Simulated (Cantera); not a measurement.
An isothermal, constant-pressure homogeneous reactor starts with 17.5 % H2, 9.71 % O2, 72.8 % N2, equivalence ratio 0.90, at 1300 K and 0.160 bar.

Detailed kinetics in Cantera: the H2/O2 subset of GRI-Mech 3.0, which has no nitrogen chemistry. The temperature is held fixed by assumption; the heat of reaction is taken as removed at once.

x: mole fraction; the columns are a selection and need not sum to one.

| t (s) | x H2 | x O2 | x OH | x H | x HO2 | x H2O | x O |
|---|---|---|---|---|---|---|---|
| 5.00e-6 | 0.175 | 0.0971 | 3.00e-10 | 5.37e-9 | [?] | 4.24e-10 | 3.98e-10 |
| 1.68e-5 | 0.175 | 0.0971 | 2.06e-9 | 2.45e-8 | [?] | 9.77e-9 | 3.12e-9 |
| 5.61e-5 | 0.175 | 0.0971 | 3.66e-8 | 3.92e-7 | [?] | 3.93e-7 | 5.73e-8 |
| 0.000188 | 0.173 | 0.0963 | 0.000111 | 0.00116 | [?] | 0.00136 | 0.000172 |
| 0.000630 | 0.0232 | 0.0296 | 0.00436 | 0.0578 | [?] | 0.126 | 0.0106 |
| 0.00211 | 0.0142 | 0.0195 | 0.00276 | 0.0177 | [?] | 0.163 | 0.00336 |
| 0.00707 | 0.00474 | 0.0129 | 0.00128 | 0.00244 | [?] | 0.184 | 0.000654 |
| 0.0237 | 0.000806 | 0.0109 | 0.000477 | 0.000149 | [?] | 0.190 | 8.91e-5 |
| 0.0794 | 8.74e-5 | 0.0106 | 0.000155 | 5.23e-6 | [?] | 0.191 | 9.32e-6 |
| 0.266 | 1.09e-5 | 0.0106 | 5.60e-5 | 2.39e-7 | [?] | 0.191 | 1.20e-6 |
| 0.891 | 2.05e-6 | 0.0106 | 2.47e-5 | 2.00e-8 | [?] | 0.191 | 2.34e-7 |
| 2.98 | 6.13e-7 | 0.0106 | 1.35e-5 | 3.30e-9 | [?] | 0.191 | 7.02e-8 |
| 10.0 | 4.09e-7 | 0.0106 | 1.10e-5 | 1.80e-9 | [?] | 0.191 | 4.63e-8 |

Question: Complete the blanks.

Answer: 
- 5.00e-6, x HO2: 5.36e-9
- 1.68e-5, x HO2: 1.80e-8
- 5.61e-5, x HO2: 6.41e-8
- 0.000188, x HO2: 5.17e-6
- 0.000630, x HO2: 4.00e-6
- 0.00211, x HO2: 3.03e-6
- 0.00707, x HO2: 2.01e-6
- 0.0237, x HO2: 1.13e-6
- 0.0794, x HO2: 2.60e-7
- 0.266, x HO2: 3.83e-8
- 0.891, x HO2: 8.09e-9
- 2.98, x HO2: 3.86e-9
- 10.0, x HO2: 3.50e-9
